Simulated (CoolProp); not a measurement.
2000 sccm (0 °C, 1 atm) of nitrogen bubbles through liquid n-perfluorohexane at 273.5 K and leaves saturated at a total pressure of 0.15 MPa (ideal gas phase). Each further row changes one setting.

Computed with CoolProp (reference Helmholtz-energy equation of state, Gao 2022).

| case | vapour pressure (kPa) | mole fraction of vapour | delivery (mg/min) | delivery (sccm) | change of delivery for a bath 1 K warmer (%) |
|---|---|---|---|---|---|
| as stated | 8.81 | 0.0588 | … | … | 5.9 |
| bath temperature 278.5 K | … | … | … | 166 | 5.8 |
| total pressure 0.3 MPa | 8.81 | 0.0294 | … | … | 5.8 |

**Question.** Some entries are withheld; supply them.

**Answer.** 
- as stated, delivery (mg/min): 1880
- as stated, delivery (sccm): 125
- bath temperature 278.5 K, vapour pressure (kPa): 11.5
- bath temperature 278.5 K, mole fraction of vapour: 0.0767
- bath temperature 278.5 K, delivery (mg/min): 2510
- total pressure 0.3 MPa, delivery (mg/min): 913
- total pressure 0.3 MPa, delivery (sccm): 60.5
